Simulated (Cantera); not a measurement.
Input: 1 mol Cu₂O, 41 mol H₂, at 1075 °C and 0.00320 bar.

Equilibrium computed with Cantera from the NASA thermochemical tables; the gas is ideal and each condensed phase is pure. Candidate condensed phases: Cu, CuO, Cu(OH)₂, Cu₂O, H₂O; 12 gas species. Rates play no part.

Base state: H₂ 0.975, H₂O 0.0244, Cu 0.000146, H 4.04e-5 (mole fractions); condensed: Cu(s).

Question: What changes in the equilibrium state with this change: Cu₂O replaced by V₂O₅?

Answer: 
```csv
species,before,after
H₂,0.975,0.951
H₂O,0.0244,0.0488
H,4.04e-5,3.99e-5
Cu,0.000146,0
"Cu(s), mol",1.99,0
"V₂O₃(s), mol",0,1.00
```
Condensed phases not in the tables: the oxides between V₂O₃ and V₂O₅ other than VO₂. Further candidate phases: V, VO, V₂O₃, V₂O₄, V₂O₅.
